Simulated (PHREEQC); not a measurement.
## Nickel, zinc or cadmium bath

A solution holds 0.0087 mol CdCl2, 0.025 mol KCl and 3.3e-05 mol HCl per kg of water, at 30 °C. Closed to the air; pH follows from the charge balance.

Equilibrium calculation in PHREEQC: ion-association model, phreeqc.dat.

```yaml
pH: 4.54
ionic_strength: 0.0393 mol/kgw
total_alkalinity: -0.0330 meq/kg
```

| species | molality | activity | log γ |
|---|---|---|---|
| Cl- | 0.0362 | 0.0300 | -0.082 |
| K+ | 0.0250 | 0.0207 | -0.082 |
| CdCl+ | 0.00512 | 0.00426 | -0.079 |
| Cd+2 | 0.00303 | 0.00146 | -0.316 |
| CdCl2 | 0.000538 | 0.000543 | 0.004 |
| H+ | 3.31e-5 | 2.85e-5 | -0.064 |
| CdCl3- | 1.33e-5 | 1.11e-5 | -0.079 |
| CdOHCl | 6.79e-8 | 6.85e-8 | 0.004 |

This is a speciation only: nothing precipitates in the calculation.
